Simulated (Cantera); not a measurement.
Cantera run:

```python
import numpy as np
import cantera as ct

gas_names = """
    C CH CH2 CH3 CH2OH CH3O CH4 CH3OH CO CO2 COOH C2 C2H CHCO,ketyl C2H2,acetylene C2H2,vinylidene
    CH2CO,ketene C2H3,vinyl CH3CO,acetyl C2H4 C2H4O,ethylen CH3CHO,ethanal CH3COOH (HCOOH)2 C2H5 C2H6
    CH3OCH3 C2H5OH C2O C3 C3H3,propargyl C3H4,allene C3H4,propyne C3H4,cyclo- C3H5,allyl C3H6,propylene
    C3H6,cyclo- C3H6O C3H7,n-propyl C3H7,i-propyl C3H8 C3H8O,1propanol C3H8O,2propanol C3O2 C4 C4H2
    C4H4,1,3-cyclo- C4H6,butadiene C4H6,2-butyne C4H6,cyclo- C4H8,1-butene C4H8,cis2-buten
    C4H8,tr2-butene C4H8,isobutene C4H8,cyclo- (CH3COOH)2 C4H9,n-butyl C4H9,i-butyl C4H9,s-butyl
    C4H9,t-butyl C4H10,isobutane C4H10,n-butane C5 C5H6,1,3cyclo- C5H8,cyclo- C5H10,1-pentene
    C5H10,cyclo- C5H11,pentyl C5H11,t-pentyl C5H12,n-pentane C5H12,i-pentane CH3C(CH3)2CH3 C6H2
    C6H5,phenyl C6H5O,phenoxy C6H6 C6H5OH,phenol C6H10,cyclo- C6H12,1-hexene C6H12,cyclo- C6H13,n-hexyl
    C7H7,benzyl C7H8 C7H8O,cresol C7H14,1-heptene C7H15,n-heptyl C7H16,n-heptane C8H8,styrene
    C8H10,ethylbenz C8H16,1-octene C8H17,n-octyl C8H18,isooctane C8H18,n-octane C9H19,n-nonyl
    C10H8,naphthale C10H21,n-decyl C12H9,o-bipheny C12H10,bipheny H HCO HO2 H2 HCHO,formaldehy HCOOH H2O
    H2O2 O OH O2 O3
""".split()
cond_names = """
    C(gr) C6H6(L) C7H8(L) C8H18(L),n-octa H2O(s) H2O(L)
""".split()


def load(file, names, dense=False):
    # The tables refer to 1 bar. Condensed volumes are neglected.
    table = {s.name: s for s in ct.Species.list_from_file(file)}
    out = []
    for n in names:
        d = dict(table[n].input_data)
        d["thermo"] = dict(d["thermo"], **{"reference-pressure": 1e5})
        if dense:
            d["equation-of-state"] = {"model": "constant-volume", "density": "1e6 g/cm^3"}
        out.append(ct.Species.from_dict(d))
    return out


gas = ct.Solution(thermo="ideal-gas", species=load("nasa_gas.yaml", gas_names))
cond = {s.name: ct.Solution(thermo="fixed-stoichiometry", species=[s], name=s.name)
        for s in load("nasa_condensed.yaml", cond_names, dense=True)}
atoms = {
    'C2H6': {'C': 2, 'H': 6},
    'H2O': {'H': 2, 'O': 1},
    'H2': {'H': 2},
}
top_T = {'C(gr)': 4500}  # K; cautious upper limits of use, not melting points


def equilibrate(T, P, feed):
    n = {}
    for name, mol in feed.items():
        for a, k in atoms[name].items():
            n[a] = n.get(a, 0.0) + k * mol
    gas.TPX = T, P, n
    mass = sum(n.values()) * gas.mean_molecular_weight
    gas.equilibrate("TP")
    valid = [c for c in cond.values() if c.min_temp <= T <= top_T.get(c.name, c.max_temp)]
    mix = ct.Mixture([(gas, mass / gas.mean_molecular_weight)] + [(c, 0.0) for c in valid])
    mix.T, mix.P = T, P
    mix.equilibrate("TP", solver="vcs", rtol=1e-11, max_steps=5000)
    return mix


results = []
feed = {'C2H6': 1, 'H2O': 0.13, 'H2': 78}  # mol
P = 480000  # Pa
for T in [2348, 2398, 2448, 2498, 2548, 2598, 2648, 2698, 2748, 2798, 2848, 2898, 2948, 2998]:
    mix = equilibrate(T, P, feed)
    results.append((T, P, feed, dict(zip(mix.species_names, mix.species_moles))))

top = {s: max(r[3][s] / sum(r[3][g] for g in gas_names) for r in results) for s in gas_names}
cols = sorted((s for s in top if top[s] > 1e-05), key=lambda s: -top[s])[:8]
seen = [c for c in cond_names if any(r[3].get(c, 0) > 1e-12 for r in results)]
print("log10 of partial pressures in bar; condensed amounts in mol")
print(f"{'T/K':>10s}" + "".join(f"{s[:9]:>10s}" for s in cols + seen))
for T, P, feed, n in results:
    ng = sum(n[g] for g in gas_names)
    print(f"{T:10.4g}" + "".join(f"{np.log10(max(n[s] / ng * P / 1e5, 1e-99)):10.3f}" for s in cols)
          + "".join(f"{n.get(c, 0):10.4g}" for c in seen))
```

Result:

```
log10 of partial pressures in bar; condensed amounts in mol
       T/K        H2         H C2H2,acet        CO       CH4       CH3       C2H      C4H2     C(gr)
      2348     0.675    -1.571    -1.587    -2.116    -2.359    -3.335    -5.127    -4.236    0.8992
      2398     0.674    -1.466    -1.487    -2.116    -2.401    -3.275    -4.868    -4.033     0.672
      2448     0.672    -1.365    -1.391    -2.116    -2.442    -3.219    -4.621    -3.839    0.3966
      2498     0.671    -1.268    -1.299    -2.117    -2.481    -3.165    -4.383    -3.653    0.0664
      2548     0.669    -1.175    -1.281    -2.117    -2.554    -3.148    -4.226    -3.616         0
      2598     0.668    -1.085    -1.281    -2.118    -2.631    -3.140    -4.091    -3.612         0
      2648     0.666    -0.999    -1.280    -2.119    -2.707    -3.133    -3.961    -3.609         0
      2698     0.664    -0.917    -1.280    -2.120    -2.780    -3.126    -3.837    -3.606         0
      2748     0.662    -0.837    -1.281    -2.121    -2.851    -3.121    -3.717    -3.605         0
      2798     0.659    -0.761    -1.282    -2.123    -2.920    -3.117    -3.602    -3.604         0
      2848     0.656    -0.687    -1.284    -2.124    -2.987    -3.113    -3.492    -3.604         0
      2898     0.653    -0.616    -1.286    -2.126    -3.053    -3.110    -3.385    -3.605         0
      2948     0.649    -0.548    -1.289    -2.128    -3.118    -3.109    -3.283    -3.606         0
      2998     0.644    -0.482    -1.292    -2.130    -3.182    -3.108    -3.184    -3.608         0
```

These are equilibrium values from Cantera (NASA tables, ideal gas, pure condensed phases), not measurements of a reactor.
